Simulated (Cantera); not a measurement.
Cantera run:

```python
import numpy as np
import cantera as ct

gas_names = """
    F FO FO2 F2 F2O H HF HOF HO2 H2 H2F2 H2O H2O2 H3F3 H4F4 H5F5 H6F6 H7F7 O OH O2 O3 Si SiF SiF2 SiF3
    SiF4 SiH SiHF3 SiH2 SiH2F2 SiH3 SiH3F SiH4 SiO SiO2 Si2 Si3
""".split()
cond_names = """
    H2O(s) H2O(L) Si(cr) Si(L) SiO2(Lqz) SiO2(hqz) SiO2(L)
""".split()


# ... load() reads the species with a 1 bar reference pressure and builds the phases ...
atoms = {
    'SiF4': {'Si': 1, 'F': 4},
    'O2': {'O': 2},
    'H2': {'H': 2},
}
top_T = {}  # K; cautious upper limits of use, not melting points


# ... equilibrate(T, P, feed) seeds the gas with the atoms and calls Mixture.equilibrate('TP', solver="vcs", rtol=1e-11, max_steps=5000) ...
results = []
feed = {'SiF4': 1, 'O2': 0.43, 'H2': 8.9}  # mol
P = 56000  # Pa
for T in [1600, 1625, 1650, 1675, 1700, 1725, 1750, 1775, 1800, 1825, 1850, 1875]:
    mix = equilibrate(T, P, feed)
    results.append((T, P, feed, dict(zip(mix.species_names, mix.species_moles))))
    x = sorted(zip(gas.X, gas.species_names), reverse=True)
    print(f"T = {T:g} K  P = {P:g} Pa  gas = {mix.phase_moles(0):.4g} mol")
    print("   x: " + "  ".join(f"{s} {v:.3e}" for v, s in x if v > 1e-06))
    print("   condensed (mol): " + ("  ".join(f"{mix.phase(i).name} {mix.phase_moles(i):.4g}"
          for i in range(1, mix.n_phases) if mix.phase_moles(i) > 1e-12) or "none"))
```

Output:

```
T = 1600 K  P = 56000 Pa  gas = 10.27 mol
   x: H2 7.820e-01  HF 1.449e-01  SiF4 6.046e-02  H2O 1.170e-02  SiF3 5.551e-04  SiHF3 3.138e-04  H 6.425e-05  SiO 3.062e-06  SiF2 2.460e-06
   condensed (mol): SiO2(hqz) 0.3699
T = 1625 K  P = 56000 Pa  gas = 10.28 mol
   x: H2 7.816e-01  HF 1.461e-01  SiF4 5.997e-02  H2O 1.120e-02  SiF3 7.278e-04  SiHF3 3.603e-04  H 8.335e-05  SiO 5.959e-06  SiF2 4.105e-06
   condensed (mol): SiO2(hqz) 0.3724
T = 1650 K  P = 56000 Pa  gas = 10.28 mol
   x: H2 7.811e-01  HF 1.472e-01  SiF4 5.945e-02  H2O 1.074e-02  SiF3 9.454e-04  SiHF3 4.116e-04  H 1.073e-04  SiO 1.135e-05  SiF2 6.735e-06  SiH2F2 1.265e-06
   condensed (mol): SiO2(hqz) 0.3747
T = 1675 K  P = 56000 Pa  gas = 10.28 mol
   x: H2 7.806e-01  HF 1.483e-01  SiF4 5.888e-02  H2O 1.032e-02  SiF3 1.217e-03  SiHF3 4.677e-04  H 1.371e-04  SiO 2.118e-05  SiF2 1.087e-05  SiH2F2 1.642e-06
   condensed (mol): SiO2(hqz) 0.3768
T = 1700 K  P = 56000 Pa  gas = 10.29 mol
   x: H2 7.800e-01  HF 1.495e-01  SiF4 5.825e-02  H2O 9.937e-03  SiF3 1.551e-03  SiHF3 5.285e-04  H 1.739e-04  SiO 3.871e-05  SiF2 1.725e-05  SiH2F2 2.111e-06
   condensed (mol): SiO2(L) 0.3787
T = 1725 K  P = 56000 Pa  gas = 10.29 mol
   x: H2 7.793e-01  HF 1.507e-01  SiF4 5.754e-02  H2O 9.564e-03  SiF3 1.959e-03  SiHF3 5.934e-04  H 2.191e-04  SiO 6.909e-05  SiF2 2.692e-05  SiH2F2 2.684e-06
   condensed (mol): SiO2(L) 0.3804
T = 1750 K  P = 56000 Pa  gas = 10.3 mol
   x: H2 7.785e-01  HF 1.520e-01  SiF4 5.675e-02  H2O 9.232e-03  SiF3 2.450e-03  SiHF3 6.623e-04  H 2.742e-04  SiO 1.209e-04  SiF2 4.132e-05  SiH2F2 3.379e-06
   condensed (mol): SiO2(L) 0.3818
T = 1775 K  P = 56000 Pa  gas = 10.31 mol
   x: H2 7.775e-01  HF 1.533e-01  SiF4 5.584e-02  H2O 8.942e-03  SiF3 3.034e-03  SiHF3 7.343e-04  H 3.410e-04  SiO 2.076e-04  SiF2 6.239e-05  SiH2F2 4.206e-06
   condensed (mol): SiO2(L) 0.3829
T = 1800 K  P = 56000 Pa  gas = 10.31 mol
   x: H2 7.763e-01  HF 1.548e-01  SiF4 5.482e-02  H2O 8.697e-03  SiF3 3.720e-03  SiHF3 8.084e-04  H 4.216e-04  SiO 3.496e-04  SiF2 9.261e-05  SiH2F2 5.175e-06
   condensed (mol): SiO2(L) 0.3833
T = 1825 K  P = 56000 Pa  gas = 10.32 mol
   x: H2 7.748e-01  HF 1.565e-01  SiF4 5.365e-02  H2O 8.501e-03  SiF3 4.511e-03  SiHF3 8.828e-04  SiO 5.773e-04  H 5.180e-04  SiF2 1.351e-04  SiH2F2 6.286e-06
   condensed (mol): SiO2(L) 0.3831
T = 1850 K  P = 56000 Pa  gas = 10.33 mol
   x: H2 7.729e-01  HF 1.583e-01  SiF4 5.230e-02  H2O 8.360e-03  SiF3 5.407e-03  SiHF3 9.555e-04  SiO 9.342e-04  H 6.329e-04  SiF2 1.933e-04  SiH2F2 7.528e-06
   condensed (mol): SiO2(L) 0.382
T = 1875 K  P = 56000 Pa  gas = 10.35 mol
   x: H2 7.704e-01  HF 1.606e-01  SiF4 5.077e-02  H2O 8.282e-03  SiF3 6.399e-03  SiO 1.480e-03  SiHF3 1.024e-03  H 7.689e-04  SiF2 2.711e-04  SiH2F2 8.873e-06
   condensed (mol): SiO2(L) 0.3795
```

These are equilibrium values from Cantera (NASA tables, ideal gas, pure condensed phases), not measurements of a reactor. The tables' values for SiF3, SiF2 are old estimates; treat these amounts as uncertain. The tables hold silica as quartz up to 1696 K and as liquid above; real silica turns to tridymite and cristobalite and melts near 1996 K.
